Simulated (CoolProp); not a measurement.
Vapour-liquid equilibrium of benzene (1) + cyclohexane (2) at 119 kPa; x and y are mole fractions of (1).

The numbers come from the multi-fluid Helmholtz-energy mixture model, Thol 2012 and Zhou 2014; pair parameters Bell 2016 in CoolProp.

```tsv
x	bubble temperature, mixture model (K)	bubble temperature, Raoult's law (K)	y, mixture model	y, Raoult's law
0.05	358.6	359.3	0.067	0.051
0.2	357.1	359.2	0.240	0.204
0.35	356.1	359.0	0.383	0.355
0.5	355.7	358.9	0.510	0.506
0.65	355.8	358.8	0.633	0.655
0.8	356.4	358.7	0.767	0.804
0.95	357.8	358.6	0.932	0.951
```

The largest gap from Raoult's law is -3.2 K in bubble temperature, at x = 0.5. y crosses x between x = 0.5 and 0.65: the model has an azeotrope there.

The pair parameters rest on a limited set of measurements; away from them the model extrapolates.
